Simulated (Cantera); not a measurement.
Charge: 1 mol SiO2, 0.28 mol Al2O3, 4.4 mol H2O, equilibrated at 74.0 mbar.

These are equilibrium values from Cantera (NASA tables, ideal gas, pure condensed phases), not measurements of a reactor. Candidate condensed phases: Al, Al2O3, Al2SiO5, Al6Si2O13, H2O, Si, SiO2; 28 gas species. Mutual solubility and eutectic melting of coexisting phases are not modelled. The tables hold silica as quartz up to 1696 K and as liquid above; real silica turns to tridymite and cristobalite and melts near 1996 K. Condensed phases not in the tables: alloys, solid solutions and most ternary compounds. Gases not in the tables: Si(OH)4. Equilibrium is a limit: real reactors are often held back by kinetics, nucleation or transport.

x: gas mole fraction; n: condensed amount in mol.

| T (°C) | x H2O | x H2 | x O2 | x OH | x H | n Al6Si2O13(mullite) | n SiO2(β-quartz) | n SiO2(condensed) |
|---|---|---|---|---|---|---|---|---|
| 1000 | 1.000 | 4.32e-5 | 2.05e-5 | 4.59e-6 | 1.72e-8 | 0.0933 | 0.813 | 0 |
| 1100 | 1.000 | 0.000137 | 6.36e-5 | 1.87e-5 | 1.43e-7 | 0.0933 | 0.813 | 0 |
| 1200 | 0.999 | 0.000370 | 0.000169 | 6.29e-5 | 8.94e-7 | 0.0933 | 0.813 | 0 |
| 1300 | 0.999 | … | … | … | … | 0.0933 | 0.813 | 0 |
| 1400 | 0.997 | 0.00191 | 0.000841 | 0.000460 | 1.83e-5 | 0.0933 | 0.813 | 0 |
| 1500 | 0.993 | … | … | … | … | 0.0933 | 0 | 0.813 |
| 1600 | 0.988 | 0.00693 | 0.00294 | 0.00219 | 0.000198 | 0.0933 | 0 | 0.813 |

**Question.** Complete the blanks.

**Answer.** 
- 1500, x H2: 0.00377
- 1500, x O2: 0.00163
- 1500, x OH: 0.00105
- 1500, x H: 6.42e-5
- 1300, x H2: 0.000884
- 1300, x O2: 0.000397
- 1300, x OH: 0.000181
- 1300, x H: 4.44e-6
